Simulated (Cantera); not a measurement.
Feed: 1 mol Fe₂O₃, 0.88 mol SO₃, 4.1 mol H₂O, held at 10.0 Torr.

Equilibrium computed with Cantera from the NASA thermochemical tables; the gas is ideal and each condensed phase is pure. Candidate condensed phases: Fe, FeO, Fe(OH)₂, Fe(OH)₃, FeS, FeSO₄, FeS₂, Fe₂O₃, Fe₂(SO₄)₃, Fe₃O₄, H₂O, H₂SO₄, S; 22 gas species. Rates play no part. All values below are at 1050 K.

Base state: H₂O 0.758, SO₂ 0.158, O₂ 0.0788, SO₃ 0.00527 (mole fractions); condensed: Fe₂O₃(s).

What changes in the equilibrium state with this change: SO₃ from 0.88 to 0.22 mol?


```tsv
species	before	after
H₂O	0.758	0.926
SO₂	0.158	0.0488
O₂	0.0788	0.0244
SO₃	0.00527	0.000909
Fe₂O₃(s), mol	1.00	1.00
```
